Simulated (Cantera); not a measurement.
Adiabatic ignition

An adiabatic, constant-pressure homogeneous reactor starts with H2 : O2 : N2 = 1 : 0.227 : 0.855 (molar parts), at 1123 K and 623 Torr.

Cantera simulation using the H2/O2 subset of GRI-Mech 3.0, which has no nitrogen chemistry; the numbers are that mechanism's predictions, not measurements.

```json
[
 {"t (s)": "5.00e-6", "T (K)": "1123", "x H2": "0.480", "x O2": "0.109", "x HO2": "3.57e-9", "x H2O": "1.75e-9", "x H": "4.25e-9"},
 {"t (s)": "1.01e-5", "T (K)": "1123", "x H2": "0.480", "x O2": "0.109", "x HO2": "8.75e-9", "x H2O": "1.05e-8", "x H": "1.38e-8"},
 {"t (s)": "2.05e-5", "T (K)": "1123", "x H2": "0.480", "x O2": "0.109", "x HO2": "3.40e-8", "x H2O": "9.65e-8", "x H": "8.35e-8"},
 {"t (s)": "4.16e-5", "T (K)": "1123", "x H2": "0.480", "x O2": "0.109", "x HO2": "6.87e-7", "x H2O": "3.06e-6", "x H": "2.29e-6"},
 {"t (s)": "8.44e-5", "T (K)": "1134", "x H2": "0.476", "x O2": "0.107", "x HO2": "5.36e-5", "x H2O": "0.00360", "x H": "0.00229"},
 {"t (s)": "0.000171", "T (K)": "2167", "x H2": "0.252", "x O2": "0.000668", "x HO2": "3.95e-7", "x H2O": "0.222", "x H": "0.0739"},
 {"t (s)": "0.000347", "T (K)": "2419", "x H2": "0.272", "x O2": "0.000210", "x HO2": "1.63e-7", "x H2O": "0.232", "x H": "0.0389"},
 {"t (s)": "0.000702", "T (K)": "2526", "x H2": "0.281", "x O2": "8.34e-5", "x HO2": "7.54e-8", "x H2O": "0.236", "x H": "0.0240"},
 {"t (s)": "0.00142", "T (K)": "2557", "x H2": "0.283", "x O2": "5.59e-5", "x HO2": "5.16e-8", "x H2O": "0.238", "x H": "0.0195"},
 {"t (s)": "0.00289", "T (K)": "2560", "x H2": "0.283", "x O2": "5.37e-5", "x HO2": "4.96e-8", "x H2O": "0.238", "x H": "0.0192"},
 {"t (s)": "0.00585", "T (K)": "2560", "x H2": "0.283", "x O2": "5.37e-5", "x HO2": "4.96e-8", "x H2O": "0.238", "x H": "0.0191"},
 {"t (s)": "0.0119", "T (K)": "2560", "x H2": "0.283", "x O2": "5.37e-5", "x HO2": "4.96e-8", "x H2O": "0.238", "x H": "0.0191"},
 {"t (s)": "0.0240", "T (K)": "2560", "x H2": "0.283", "x O2": "5.37e-5", "x HO2": "4.96e-8", "x H2O": "0.238", "x H": "0.0191"},
 {"t (s)": "0.0487", "T (K)": "2560", "x H2": "0.283", "x O2": "5.37e-5", "x HO2": "4.96e-8", "x H2O": "0.238", "x H": "0.0191"},
 {"t (s)": "0.0987", "T (K)": "2560", "x H2": "0.283", "x O2": "5.37e-5", "x HO2": "4.96e-8", "x H2O": "0.238", "x H": "0.0191"},
 {"t (s)": "0.200", "T (K)": "2560", "x H2": "0.283", "x O2": "5.37e-5", "x HO2": "4.96e-8", "x H2O": "0.238", "x H": "0.0191"}
]
```
x: mole fraction; the columns are a selection and need not sum to one.

The time of steepest temperature rise is 0.103 ms, the temperature at 0.200 s is 2560 K and the equilibrium temperature comes out as 2560 K. The x(H2) at 0.200 s comes out as 0.283 (gas-phase equilibrium 0.283) and the x(O2) at 0.200 s comes out as 5.37e-5 (gas-phase equilibrium 5.37e-5). The x(HO2) at 0.200 s is 4.96e-8 (gas-phase equilibrium 4.96e-8).
